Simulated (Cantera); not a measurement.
A closed system holds: 1 mol MgO, 0.031 mol N2, equilibrated at 2173 K and 0.00133 bar.

Equilibrium computed with Cantera from the NASA thermochemical tables; the gas is ideal and each condensed phase is pure. Candidate condensed phases: Mg, MgO; 13 gas species. Kinetics and transport are ignored.

Base state: N2 0.952, Mg 0.0291, O2 0.00999, O 0.00622, NO 0.00284, MgO 0.000353 (mole fractions); condensed: MgO(s).

Problem. What changes in the equilibrium state with this change: temperature from 2173 K to 1573 K?

Solution. 
```csv
species,before,after
N2,0.952,1.000
Mg,0.0291,1.76e-6
NO,0.00284,1.44e-6
O2,0.00999,1.15e-7
MgO,0.000353,<1e-9
O,0.00622,9.71e-8
"MgO(s), mol",0.999,1.00
```
